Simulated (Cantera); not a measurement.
Charge: 1 mol Si2Cl6, 3.4 mol HCl, 32 mol N2, held at 1.33 mbar.

These are equilibrium values from Cantera (NASA tables, ideal gas, pure condensed phases), not measurements of a reactor. Candidate condensed phases: NH4Cl, Si, Si3N4; 28 gas species. The feed counts by its element totals alone. N2 is the only nitrogen source here; it is nearly inert below about 1500 K, so the nitride shown seldom forms there in practice. Kinetics and transport are ignored.

### Question
Which condensed phases are stable at each of these points (T (°C)): 975, 1025, 1075, 1125, 1175, 1225, 1275, 1325, 1375?

### Answer
```
T (°C)  condensed phases  Si condensed (%)
------  ----------------  ----------------
975             Si3N4(s)              10.4
1025            gas only               0.0
1075            gas only               0.0
1125            gas only               0.0
1175            gas only               0.0
1225            gas only               0.0
1275            gas only               0.0
1325            gas only               0.0
1375            gas only               0.0
```

At 975 °C the condensed part is Si3N4(s). From 1025 °C to 1375 °C nothing is condensed.
